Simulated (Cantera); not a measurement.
A perfectly stirred reactor is fed with 1.68 % H₂, 98.3 % O₂, equivalence ratio 0.0085, at 3200 Pa; it is held at 1400 K, and followed from long to short residence time.

Cantera simulation using the H2/O2 subset of GRI-Mech 3.0, which has no nitrogen chemistry; the numbers are that mechanism's predictions, not measurements. Radical loss at walls, strong at low pressure, is not modelled.

x: mole fraction; the columns are a selection and need not sum to one.

| τ (s) | x H₂ | x O₂ | x HO₂ | x H₂O | x H | x H₂O₂ | x OH |
|---|---|---|---|---|---|---|---|
| 4.5 | 1.05e-5 | 0.982 | … | 0.0166 | 6.94e-6 | 1.02e-8 | 0.000469 |
| 1.5 | 2.04e-5 | 0.982 | … | 0.0165 | 2.00e-5 | 1.51e-8 | 0.000666 |
| 0.50 | 3.87e-5 | 0.980 | … | 0.0163 | 5.48e-5 | 2.11e-8 | 0.000931 |
| 0.17 | 7.12e-5 | 0.978 | … | 0.0161 | 0.000135 | 2.77e-8 | 0.00126 |
| 0.056 | 0.000132 | 0.975 | … | 0.0157 | 0.000293 | 3.43e-8 | 0.00163 |
| 0.019 | 0.000246 | 0.972 | … | 0.0153 | 0.000501 | 4.04e-8 | 0.00199 |
| 0.0063 | 0.000517 | 0.970 | … | 0.0147 | 0.000708 | 4.79e-8 | 0.00236 |
| 0.0021 | 0.00122 | 0.970 | … | 0.0137 | 0.000889 | 6.04e-8 | 0.00283 |
| 0.00070 | 0.00305 | 0.971 | … | 0.0115 | 0.00100 | 7.69e-8 | 0.00338 |

Q: What belongs in the gaps?

A: 
- 4.5, x HO₂: 2.58e-7
- 1.5, x HO₂: 4.17e-7
- 0.50, x HO₂: 6.40e-7
- 0.17, x HO₂: 9.12e-7
- 0.056, x HO₂: 1.21e-6
- 0.019, x HO₂: 1.47e-6
- 0.0063, x HO₂: 1.69e-6
- 0.0021, x HO₂: 1.93e-6
- 0.00070, x HO₂: 2.14e-6
